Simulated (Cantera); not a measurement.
Cantera run, input and output.

```python
import numpy as np
import cantera as ct

gas = ct.Solution("gri30.yaml")
gas.TPX = 625, 220000, {'CH3OH': 1, 'O2': 1.07, 'N2': 9.86, 'H2O': 1.3}
inlet = ct.Reservoir(gas, clone=True)
gas.equilibrate("HP")  # start burning
reactor = ct.IdealGasConstPressureReactor(gas, energy="on", clone=False)
exhaust = ct.Reservoir(gas, clone=True)
tau = [0.03, 0.015, 0.0077, 0.004, 0.002, 0.001, 0.00053, 0.00027, 0.00014, 7e-05, 3.6e-05, 1.8e-05, 9.3e-06][0]
for a, b in ((inlet, reactor), (reactor, exhaust)):
    ct.MassFlowController(a, b, mdot=lambda t: reactor.mass / tau)
net = ct.ReactorNet([reactor])
show = ['CH3OH', 'O2', 'H2O', 'NO2', 'H', 'OH']

rows = []
print(f"{'tau/s':>10s}{'T/K':>9s}" + "".join(f"{s:>11s}" for s in show))
for tau in [0.03, 0.015, 0.0077, 0.004, 0.002, 0.001, 0.00053, 0.00027, 0.00014, 7e-05, 3.6e-05, 1.8e-05, 9.3e-06]:
    net.initial_time = 0.0
    net.advance(30 * tau)
    before = gas.X
    net.advance(40 * tau)
    drift = np.max(np.abs(gas.X - before) / (gas.X + 1e-9))
    rows.append([gas.T, *gas[show].X, drift])
    print(f"{tau:10.3e}{gas.T:9.1f}" + "".join(f"{x:11.3e}" for x in gas[show].X))
```

It prints:

```
     tau/s      T/K      CH3OH         O2        H2O        NO2          H         OH
 3.000e-02   1506.4  1.112e-05  3.143e-04  1.962e-01  7.517e-11  5.776e-04  9.208e-05
 1.500e-02   1502.4  1.885e-05  5.289e-04  1.964e-01  1.211e-10  6.843e-04  1.101e-04
 7.700e-03   1496.2  3.213e-05  8.900e-04  1.969e-01  1.879e-10  7.869e-04  1.287e-04
 4.000e-03   1486.1  5.597e-05  1.518e-03  1.976e-01  2.851e-10  8.772e-04  1.474e-04
 2.000e-03   1466.4  1.086e-04  2.805e-03  1.985e-01  4.378e-10  9.208e-04  1.621e-04
 1.000e-03   1405.3  3.378e-04  7.022e-03  1.991e-01  6.413e-10  6.303e-04  1.255e-04
 5.300e-04    625.0  7.559e-02  8.088e-02  9.826e-02  2.415e-20  1.524e-24  5.333e-24
 2.700e-04    625.0  7.559e-02  8.088e-02  9.826e-02 -1.629e-24  1.500e-24  5.330e-24
 1.400e-04    625.0  7.559e-02  8.088e-02  9.826e-02 -1.029e-25  1.467e-24  5.326e-24
 7.000e-05    625.0  7.559e-02  8.088e-02  9.826e-02 -6.501e-27  1.415e-24  5.318e-24
 3.600e-05    625.0  7.559e-02  8.088e-02  9.826e-02 -4.106e-28  1.345e-24  5.305e-24
 1.800e-05    625.0  7.559e-02  8.088e-02  9.826e-02 -2.594e-29  1.254e-24  5.278e-24
 9.300e-06    625.0  7.559e-02  8.088e-02  9.826e-02 -1.638e-30  1.160e-24  5.228e-24
```

Detailed kinetics in Cantera: GRI-Mech 3.0 (53 species, 325 reactions). GRI-Mech 3.0 was tuned for natural gas; its chemistry of methanol as a main component is partial and can be far from experiment.
